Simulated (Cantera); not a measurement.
Charge: 1 mol Cu, 0.01 mol CO2, a varied amount of H2, held at 1373.15 K and 26.0 Pa.

These are equilibrium values from Cantera (NASA tables, ideal gas, pure condensed phases), not measurements of a reactor. Candidate condensed phases: C, C6H6, C7H8, C8H18, Cu, CuO, Cu(OH)2, Cu2O, H2O; 113 gas species. Rates play no part.

Question: What share of the Cu ends up in condensed phases as a function of n(H2) (mol), at 2.6, 4.5, 7.8, 14, 24, 41, 72, 130, 220?

Answer: 
```tsv
n(H2) (mol)	Cu condensed (%)	as
2.6	99.2	Cu(l)
4.5	98.6	Cu(l)
7.8	97.6	Cu(l)
14	95.7	Cu(l)
24	92.7	Cu(l)
41	87.5	Cu(l)
72	78.0	Cu(l)
130	60.2	Cu(l)
220	32.7	Cu(l)
```
